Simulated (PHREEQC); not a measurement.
0.37 g of hydrous ferric oxide (600 m²/g; 0.2 weak and 0.005 strong sites per Fe, Dzombak-Morel constants, diffuse double layer) in 1 kg of water with 0.1 mol/kgw of an inert sodium salt and 0.0017 mol SrCl2 and 5.6e-06 mol NaF, at 25 °C; the pH is set by adding NaOH or the inert anion's acid. Oxygen is held at 0.21 atm. The system is closed to CO2. No solid was allowed to form.

Base run: PHREEQC, ion-association model, wateq4f.dat. Each further column changes one thing. The table gives F sorbed (%).

```tsv
pH	base	no electrostatic term (-no_edl)	background salt from 0.1 to 0.01 mol/kgw	oxide from 0.37 to 1.9 g/kgw
3	73.2	0.8	94.3	93.3
3.75	81.2	1.3	95.8	95.7
4.12	80.8	1.4	95.0	95.6
4.88	73.2	1.5	89.8	93.4
5.25	65.7	1.5	84.3	90.8
6	43.4	1.6	62.3	79.8
6.75	20.2	1.7	29.9	56.5
7.12	12.3	1.9	17.7	41.8
7.88	3.6	2.0	4.6	16.0
8.25	1.9	1.9	2.3	8.9
9	0.6	1.0	0.7	2.8
```

The oxide is taken as insoluble; below pH 4 it would dissolve.
